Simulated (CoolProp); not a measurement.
Computed with CoolProp (reference Helmholtz-energy equation of state, Span 1996).

For carbon dioxide, give the phase and the Z, viscosity (µPa s), Prandtl number at 32.85 °C and 5.27 MPa; 32.85 °C and 31.6 MPa.


- 32.85 °C and 5.27 MPa: gas; Z 0.697, viscosity 17.0, Prandtl number 1.21
- 32.85 °C and 31.6 MPa: supercritical; Z 0.579, viscosity 105, Prandtl number 1.74

Viscosity comes from a separate model (Laesecke 2017). Thermal conductivity comes from a separate model (Huber 2016).
